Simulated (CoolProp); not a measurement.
Saturation properties of tetrahydrofuran.

Computed with CoolProp (reference Helmholtz-energy equation of state, Fiedler 2023).

| T (°C) | p (kPa) | vapour density (kg/m³) | liquid cp (kJ/(kg K)) |
|---|---|---|---|
| 24.95 | 21.59 | 0.6334 | 1.724 |
| 28.35 | 25.01 | 0.7265 | 1.736 |
| 31.75 | 28.87 | 0.8301 | 1.749 |
| 35.15 | 33.20 | 0.9452 | 1.761 |
| 38.65 | 38.19 | 1.077 | 1.775 |
| 42.05 | 43.60 | 1.218 | 1.788 |
| 45.45 | 49.61 | 1.373 | 1.801 |
| 48.85 | 56.27 | 1.543 | 1.815 |
| 52.25 | 63.63 | 1.730 | 1.828 |
| 55.65 | 71.74 | 1.934 | 1.842 |
| 59.15 | 80.92 | 2.163 | 1.856 |
| 62.55 | 90.71 | 2.406 | 1.870 |
| 65.95 | 101.4 | 2.669 | 1.884 |

It boils at 65.9 °C under 1 atm.
